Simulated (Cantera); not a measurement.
Pyrogenic steam for wet oxidation

A perfectly stirred reactor is fed with H2 : O2 : N2 = 0.68 : 1.7 : 10 (molar parts), equivalence ratio 0.20, at 13300 Pa; it is held at 1075 K, and followed from long to short residence time.

Cantera simulation using GRI-Mech 3.0 (53 species, 325 reactions); the numbers are that mechanism's predictions, not measurements. The temperature is held fixed by assumption; the heat of reaction is taken as removed at once.

```tsv
τ (s)	x H2	x O2	x H2O2	x NO	x N2O
16	3.35e-5	0.113	1.29e-7	7.46e-8	1.77e-7
3.1	9.78e-5	0.113	2.34e-7	4.53e-8	1.40e-7
0.58	0.000281	0.113	3.82e-7	4.69e-8	9.88e-8
0.11	0.000759	0.113	5.46e-7	9.51e-8	6.28e-8
0.020	0.00201	0.113	7.02e-7	2.32e-7	3.52e-8
0.0038	0.00508	0.114	7.83e-7	4.60e-7	1.81e-8
0.00072	0.0129	0.117	7.55e-7	4.60e-7	7.82e-9
```
x: mole fraction; the columns are a selection and need not sum to one.
